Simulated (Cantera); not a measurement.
Feed: 1 mol BN, 2.4 mol HCl, 0.39 mol H2, at 1252 °C and 133 Pa.

Method: chemical equilibrium by Gibbs-energy minimisation in Cantera with the NASA 1993 tables (ideal gas, pure condensed phases). Candidate condensed phases: B, BN, NH4Cl; 21 gas species. The tables' values for BCl2, BCl are old estimates; treat these amounts as uncertain. Gases not in the tables: BHCl2. Rates play no part.

Base state: HCl 0.795, H2 0.172, BCl3 0.0206, N2 0.0108, Cl 0.000997, BCl2 0.000626, BCl 0.000446, H 0.000268 (mole fractions); condensed: BN(s).

### Question
What changes in the equilibrium state with this change: pressure from 133 Pa to 9.40 Pa?

### Answer
| species | before | after |
|---|---|---|
| HCl | 0.795 | 0.785 |
| H2 | 0.172 | 0.172 |
| BCl3 | 0.0206 | 0.0181 |
| BCl | 0.000446 | 0.00571 |
| Cl | 0.000997 | 0.00370 |
| N2 | 0.0108 | 0.0129 |
| H | 0.000268 | 0.00101 |
| BCl2 | 0.000626 | 0.00210 |
| BN(s), mol | 0.940 | 0.927 |
The tables' values for BCl, BCl2 are old estimates; treat these amounts as uncertain.
